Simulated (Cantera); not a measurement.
An isothermal, constant-pressure homogeneous reactor starts with 2.56 % CH4, 97.4 % N2, at 1250 K and 100.0 Torr.

Detailed kinetics in Cantera: GRI-Mech 3.0 (53 species, 325 reactions). GRI-Mech 3.0 stops at C3 and has no aromatics, soot or wall deposition, so with more carbon than oxygen in the feed, carbon stays in small species such as C2H2 where larger ones or solid carbon would form.

x: mole fraction; the columns are a selection and need not sum to one.

```tsv
t (s)	x CH4	x CH3	x C2H4	x C2H	x C2H6	x CH2	x C2H2
2.00e-6	0.0256	4.56e-12	<1e-12	<1e-12	<1e-12	<1e-12	<1e-12
7.67e-6	0.0256	1.88e-11	<1e-12	<1e-12	<1e-12	<1e-12	<1e-12
2.94e-5	0.0256	8.66e-11	<1e-12	<1e-12	<1e-12	<1e-12	<1e-12
0.000113	0.0256	4.27e-10	<1e-12	<1e-12	<1e-12	<1e-12	<1e-12
0.000434	0.0256	___	<1e-12	<1e-12	<1e-12	<1e-12	<1e-12
0.00166	0.0256	___	<1e-12	<1e-12	<1e-12	<1e-12	<1e-12
0.00638	0.0256	___	<1e-12	<1e-12	4.02e-12	<1e-12	<1e-12
0.0245	0.0256	___	2.39e-11	<1e-12	2.26e-10	<1e-12	<1e-12
0.0940	0.0256	___	1.27e-9	<1e-12	1.16e-8	<1e-12	<1e-12
0.361	0.0256	___	4.03e-8	<1e-12	3.19e-7	1.04e-12	1.31e-10
1.38	0.0256	___	5.06e-7	<1e-12	2.26e-6	2.57e-12	8.74e-9
5.31	0.0256	___	6.02e-6	<1e-12	8.96e-6	7.42e-12	5.06e-7
20.4	0.0255	3.57e-6	4.73e-5	<1e-12	1.84e-5	1.42e-11	2.34e-5
78.2	0.0248	3.31e-6	8.22e-5	<1e-12	1.57e-5	1.26e-11	0.000291
300	0.0230	___	5.96e-5	2.12e-12	9.41e-6	8.50e-12	0.00123
```

Task: Some entries are withheld; supply them.

Result: 
- 0.000434, x CH3: 1.85e-9
- 0.00166, x CH3: 7.30e-9
- 0.00638, x CH3: 2.82e-8
- 0.0245, x CH3: 1.08e-7
- 0.0940, x CH3: 3.94e-7
- 0.361, x CH3: 9.61e-7
- 1.38, x CH3: 1.52e-6
- 5.31, x CH3: 2.58e-6
- 300, x CH3: 2.61e-6
